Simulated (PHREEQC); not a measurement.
Consider water at 80 °C with 1.4 mol K2CO3, 0.012 mol H3BO3 and 0.00019 mol H4SiO4 per kg of water. Closed to the air; pH follows from the charge balance.

Equilibrium calculation in PHREEQC: Pitzer model, pitzer.dat.

No solid was allowed to form.

Question: Predict the pH.

Answer: pH 11.10.

Question: In which forms is C present?

Answer: CO3-2 97 %, HCO3- 2.7 % of the C.

Complexes and solids missing from the database can't appear. In brines, pH and single-ion activities rest on the MacInnes convention. Away from 25 °C the constants follow the database's enthalpies or fits; those with neither stay at their 25 °C values.
